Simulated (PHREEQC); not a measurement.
Make-up at 25 °C: 0.02 mol KH2PO4, 0.0001 mol KOH and 0.00041 mol KCl per kg of water. Closed to the air; pH follows from the charge balance.

Model: ion-association model, wateq4f.dat, run in PHREEQC.

Each row changes one thing in this solution. Precipitation was switched off in this run.

```
case                                          pH  ionic strength (mol/kgw)
------------------------------------------  ----  ------------------------
as made                                     4.89                    0.0207
KCl from 0.00041 to 0.000369 mol/kgw        4.89                    0.0206
KCl left out                                4.89                    0.0203
KCl replaced by CsCl at the same molality   4.89                    0.0207
0.005 mol/kgw NH3 added                     6.52                    0.0304
KCl from 0.00041 to 4.1e-05 mol/kgw         4.89                    0.0203
KH2PO4 from 0.02 to 0.03 mol/kgw            4.77                    0.0307
KH2PO4 replaced by KI at the same molality  9.94                    0.0205
diluted 5-fold with water                   5.05                   0.00415
```

H3PO4, which wateq4f.dat lacks, is added to it with the constant of phreeqc.dat.
